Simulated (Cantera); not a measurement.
# Gas-phase reforming

A perfectly stirred reactor is fed with CH4 : CO2 : H2 = 1 : 1.6 : 1 (molar parts), at 0.850 bar; it is held at 1875 K, and followed from long to short residence time.

Computed with Cantera and GRI-Mech 3.0 (53 species, 325 reactions).

```csv
τ (s),x CH4,x CO2,x H2,x HO2,x H2O2
3.1,0.00358,0.0233,0.437,<1e-12,2.55e-12
1.5,0.00536,0.0254,0.429,<1e-12,3.00e-12
0.70,0.00790,0.0291,0.415,<1e-12,3.86e-12
0.33,0.0112,0.0348,0.396,1.26e-12,5.30e-12
0.16,0.0155,0.0428,0.372,1.81e-12,7.46e-12
0.076,0.0212,0.0547,0.345,2.66e-12,1.05e-11
0.036,0.0292,0.0720,0.317,3.81e-12,1.39e-11
0.017,0.0410,0.0986,0.296,5.06e-12,1.59e-11
0.0083,0.0586,0.138,0.288,6.01e-12,1.48e-11
0.0040,0.0857,0.196,0.293,6.44e-12,1.06e-11
0.0019,0.124,0.267,0.305,6.16e-12,6.06e-12
```
x: mole fraction; the columns are a selection and need not sum to one.
